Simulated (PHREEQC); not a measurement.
Consider water at 20 °C with 0.0068 mol HF, 0.038 mol NaF, 3.4e-07 mol H4SiO4 and 0.021 mol H3PO4 per kg of water. Closed to the air; pH follows from the charge balance.

The numbers come from PHREEQC with the ion-association model, phreeqc.dat.

Each row changes one thing in this solution. No solid was allowed to form.

```csv
case,pH,ionic strength (mol/kgw),HF (mol/kgw),F- (mol/kgw),HF2- (mol/kgw),NaF (mol/kgw)
as made,2.97,0.0390,0.0227,0.0187,0.00156,0.000280
H3PO4 from 0.021 to 0.0315 mol/kgw,2.71,?,0.0288,0.0130,0.00138,0.000195
H4SiO4 left out,2.97,0.0390,0.0227,0.0187,0.00156,0.000280
H3PO4 left out,3.85,0.0376,0.00585,0.0368,0.000792,?
H4SiO4 from 3.4e-07 to 6.8e-08 mol/kgw,2.97,0.0390,0.0227,0.0187,0.00156,0.000280
diluted 5-fold with water,3.12,0.00842,0.00429,0.00451,?,1.62e-5
NaF from 0.038 to 0.19 mol/kgw,3.91,0.182,0.0176,?,0.00976,0.00821
```

### Question
Complete the blanks.

### Answer

- H3PO4 from 0.021 to 0.0315 mol/kgw, ionic strength (mol/kgw): 0.0401
- H3PO4 left out, NaF (mol/kgw): 0.000550
- diluted 5-fold with water, HF2- (mol/kgw): 7.12e-5
- NaF from 0.038 to 0.19 mol/kgw, F- (mol/kgw): 0.151

SiF6-2 is the database's only silicon fluoride.
